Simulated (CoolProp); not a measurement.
Model: reference Helmholtz-energy equation of state, Wagner 2002, in CoolProp.

For water, give the phase and the Z, cv (kJ/(kg K)), speed of sound (m/s), Joule-Thomson coefficient (K/MPa) at 735.9 K and 18.4 MPa; 735.9 K and 23 MPa; 735.9 K and 46 MPa.


- 735.9 K and 18.4 MPa: gas; Z 0.803, cv 2.13, speed of sound 593, Joule-Thomson coefficient 5.06
- 735.9 K and 23 MPa: supercritical; Z 0.744, cv 2.29, speed of sound 574, Joule-Thomson coefficient 4.74
- 735.9 K and 46 MPa: supercritical; Z 0.439, cv 2.86, speed of sound 532, Joule-Thomson coefficient 2.28
